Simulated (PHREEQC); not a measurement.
Consider water at 25 °C with 0.0033 mol/kgw HF, 8.1e-05 mol/kgw H2SiF6, 0.0085 mol/kgw H3PO4 and 0.00035 mol/kgw H2SO4. Closed to the air; pH follows from the charge balance.

Computed with PHREEQC (ion-association model, wateq4f.dat).

Each row changes one thing in this solution. Precipitation was switched off in this run.

```json
[
 {"case": "as made", "pH": "2.26", "ionic strength (mol/kgw)": "0.00628", "HF (mol/kgw)": "0.00295", "F- (mol/kgw)": "0.000388", "SO4-2 (mol/kgw)": "0.000246", "HSO4- (mol/kgw)": "0.000104", "SI of Quartz (SiO2)": "-0.81"},
 {"case": "H3PO4 left out", "pH": "2.77", "ionic strength (mol/kgw)": "0.00216", "HF (mol/kgw)": "0.00233", "F- (mol/kgw)": "0.000967", "SO4-2 (mol/kgw)": "0.000307", "HSO4- (mol/kgw)": "4.34e-5", "SI of Quartz (SiO2)": "-1.12"},
 {"case": "0.00096 mol/kgw FeCl3 added", "pH": "2.19", "ionic strength (mol/kgw)": "0.00876", "HF (mol/kgw)": "0.00197", "F- (mol/kgw)": "0.000226", "SO4-2 (mol/kgw)": "0.000238", "HSO4- (mol/kgw)": "0.000112", "SI of Quartz (SiO2)": "-0.22"},
 {"case": "diluted 5-fold with water", "pH": "2.78", "ionic strength (mol/kgw)": "0.00180", "HF (mol/kgw)": "0.000531", "F- (mol/kgw)": "0.000224", "SO4-2 (mol/kgw)": "6.14e-5", "HSO4- (mol/kgw)": "8.61e-6", "SI of Quartz (SiO2)": "-0.81"},
 {"case": "0.0004 mol/kgw CsOH added", "pH": "…", "ionic strength (mol/kgw)": "…", "HF (mol/kgw)": "0.00293", "F- (mol/kgw)": "0.000404", "SO4-2 (mol/kgw)": "…", "HSO4- (mol/kgw)": "0.000100", "SI of Quartz (SiO2)": "-0.83"}
]
```

Problem. What belongs in the gaps?

Solution. 
- 0.0004 mol/kgw CsOH added, pH: 2.28
- 0.0004 mol/kgw CsOH added, ionic strength (mol/kgw): 0.00641
- 0.0004 mol/kgw CsOH added, SO4-2 (mol/kgw): 0.000250

Species that the database lacks are ignored. Some of these states are supersaturated (in Strengite, Hematite (slow to form), for instance). H3PO4, which wateq4f.dat lacks, is added to it with the constant of phreeqc.dat. SiF6-2 is the database's only silicon fluoride. Fluoro complexes past AlF4- and FeF3 are missing from the database.
